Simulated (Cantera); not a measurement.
Charge: 1 mol ZrN, 6.2 mol H2, equilibrated at 2400 K and 25.0 Pa.

Method: chemical equilibrium by Gibbs-energy minimisation in Cantera with the NASA 1993 tables (ideal gas, pure condensed phases). Candidate condensed phases: Zr, ZrN; 11 gas species. Mutual solubility and eutectic melting of coexisting phases are not modelled. ZrN: taken at fixed stoichiometry. Condensed phases not in the tables: N, O or C dissolved in the metal. Rates play no part.

Base state: H 0.618, H2 0.377, Zr 0.00351, N2 0.00205 (mole fractions); condensed: Zr(l) + ZrN(s).

Task: What changes in the equilibrium state with this change: pressure from 25.0 Pa to 12.0 Pa?

Result: 
| species | before | after |
|---|---|---|
| H | 0.618 | 0.733 |
| H2 | 0.377 | 0.255 |
| Zr | 0.00351 | 0.00731 |
| N2 | 0.00205 | 0.00426 |
| Zr(l), mol | 0.00525 | 0.0121 |
| ZrN(s), mol | 0.963 | 0.915 |
